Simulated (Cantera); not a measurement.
**Nitride etching: Si3N4 + H2O**

Charge: 1 mol Si3N4, a varied amount of H2O, equilibrated at 848.15 K and 0.100 bar.

These are equilibrium values from Cantera (NASA tables, ideal gas, pure condensed phases), not measurements of a reactor. Candidate condensed phases: H2O, Si, SiO2, Si2N2O, Si3N4; 35 gas species. Equilibrium is a limit: real reactors are often held back by kinetics, nucleation or transport.

```
n(H2O) (mol)  log p H2  log p H2O  log p N2  log p NH3  n SiO2(β-quartz)  n Si2N2O(s)
------------  --------  ---------  --------  ---------  ----------------  -----------
1.9              -1.12      -5.88     -1.60      -5.21             0.267         1.37
3.7              -1.12      -5.88     -1.60      -5.21              1.47        0.767
5.5              -1.12      -5.88     -1.60      -5.21              2.67        0.167
7.4              -1.20      -1.83     -1.67      -5.35              3.00            0
9.2              -1.27      -1.54     -1.75      -5.50              3.00            0
11               -1.34      -1.41     -1.81      -5.63              3.00            0
13               -1.40      -1.33     -1.88      -5.76              3.00            0
15               -1.45      -1.28     -1.93      -5.87              3.00            0
16               -1.48      -1.26     -1.95      -5.92              3.00            0
```
log p: log10 of the partial pressure in bar; n: condensed amount in mol.

From 1.9 mol H2O to 5.5 mol H2O the condensed part is SiO2(β-quartz) + Si2N2O(s). From 7.4 mol H2O to 16 mol H2O the condensed part is SiO2(β-quartz).
